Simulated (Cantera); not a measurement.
Mixture: CH4 : O2 : N2 = 1 : 1.18 : 2.94 (molar parts), at 1.20 bar, adiabatic and at constant pressure. Ignition delay is the time to a rise of 400 K.

Computed with Cantera and GRI-Mech 3.0 (53 species, 325 reactions).

```
quantity                                                before       after
--------------------------------------------------  ----------  ----------
delay at 1175 K                                        53.5 ms     50.4 ms
delay at 1325 K                                        7.01 ms     6.53 ms
delay at 1475 K                                        1.22 ms     1.13 ms
delay at 1625 K                                       0.288 ms    0.268 ms
delay at 1775 K                                        92.2 µs     85.6 µs
apparent activation energy between 1625 and 1775 K  180 kJ/mol  180 kJ/mol
```

Q: What was changed between the two runs?
A) constant volume in place of constant pressure
B) pressure from 1.20 bar to 0.320 bar
C) pressure from 1.20 bar to 32.0 bar
D) pressure from 1.20 bar to 17.0 bar

A: A, constant volume in place of constant pressure
